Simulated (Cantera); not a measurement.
Feed: 1 mol Fe2O3, 0.78 mol C, 1.6 mol H2, 4.1 mol CO, equilibrated at 2152 °C and 22.0 Pa.

Cantera equilibrium calculation (NASA polynomials, part measured and part estimated; ideal gas, pure solids and liquids). Kinetics and transport are ignored.

```tsv
species	before	after
CO	0.414	0.594
H	0.196	0.208
Fe	0.180	0.167
O	0.0934	<1e-9
CO2	0.0351	<1e-9
O2	0.0196	<1e-9
OH	0.0189	<1e-9
H2O	0.0134	<1e-9
H2	0.0264	0.0297
FeO	0.00419	<1e-9
C3	<1e-9	0.000678
C	<1e-9	0.000261
C2H2 (acetylene)	<1e-9	0.000232
C2H	<1e-9	9.89e-5
C2	<1e-9	6.16e-5
C(graphite), mol	0	0.263
```
Gas species are given as mole fractions.

Task: What was changed between the two runs?
(A) temperature from 2152 °C to 652 °C
(B) temperature from 2152 °C to 1375 °C
(C) C from 0.78 to 3.3 mol
(D) Fe2O3 replaced by Fe3O4

Result: C, C from 0.78 to 3.3 mol
